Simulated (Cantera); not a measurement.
Charge: 1 mol PbF2, 21 mol H2, equilibrated at 1225 K.

These are equilibrium values from Cantera (NASA tables, ideal gas, pure condensed phases), not measurements of a reactor. Candidate condensed phases: Pb, PbF2; 16 gas species. The numbers say what is thermodynamically allowed, not how fast it happens.

Which condensed phases are stable at each of these points (P (Pa)): 0.100, 1.60, 25, 400, 6300, 100000?


```tsv
P (Pa)	condensed phases	Pb condensed (%)
0.100	gas only	0.0
1.60	gas only	0.0
25	gas only	0.0
400	gas only	0.0
6300	Pb(l)	66.9
100000	Pb(l)	97.9
```

From 0.100 Pa to 4.00 mbar nothing is condensed. From 63.0 mbar to 1.00 bar the condensed part is Pb(l).
